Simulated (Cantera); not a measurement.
Hydrocarbon pyrolysis for carbon deposition

An isothermal, constant-pressure homogeneous reactor starts with C₂H₄ : H₂ = 1 : 33 (molar parts), at 1725 K and 13300 Pa.

Cantera simulation using GRI-Mech 3.0 (53 species, 325 reactions); the numbers are that mechanism's predictions, not measurements. GRI-Mech 3.0 was tuned for natural gas; its chemistry of ethylene as a main component is partial and can be far from experiment. GRI-Mech 3.0 stops at C3 and has no aromatics, soot or wall deposition, so with more carbon than oxygen in the feed, carbon stays in small species such as C2H2 where larger ones or solid carbon would form.

```csv
t (s),x C₂H₄,x H₂,x CH₃,x CH₂,x C₂H
3.00e-6,0.0294,0.971,2.43e-12,<1e-12,<1e-12
8.05e-6,0.0294,0.971,2.32e-11,2.39e-12,<1e-12
2.16e-5,0.0293,0.971,1.31e-10,1.10e-11,<1e-12
5.79e-5,0.0292,0.971,5.07e-10,3.68e-11,1.61e-12
0.000155,0.0288,0.971,1.81e-9,1.05e-10,1.17e-11
0.000417,0.0278,0.971,6.27e-9,2.83e-10,8.70e-11
0.00112,0.0249,0.971,1.88e-8,6.90e-10,6.54e-10
0.00300,0.0171,0.971,4.60e-8,1.12e-9,4.20e-9
0.00805,0.00455,0.971,9.70e-8,5.47e-10,1.54e-8
0.0216,0.000168,0.971,2.66e-7,1.17e-10,4.35e-8
0.0579,0.000147,0.971,6.86e-7,4.25e-10,8.47e-8
0.155,0.000146,0.971,1.47e-6,9.03e-10,9.32e-8
0.417,0.000146,0.971,3.42e-6,1.98e-9,9.29e-8
1.12,0.000145,0.971,8.29e-6,4.65e-9,9.20e-8
3.00,0.000143,0.970,1.73e-5,9.55e-9,9.04e-8
```
x: mole fraction; the columns are a selection and need not sum to one.

Equilibrium at this temperature and pressure: C₂H₄ 0.000141, H₂ 0.970, CH₃ 2.29e-5, CH₂ 1.26e-8, C₂H 8.94e-8 (gas phase only).
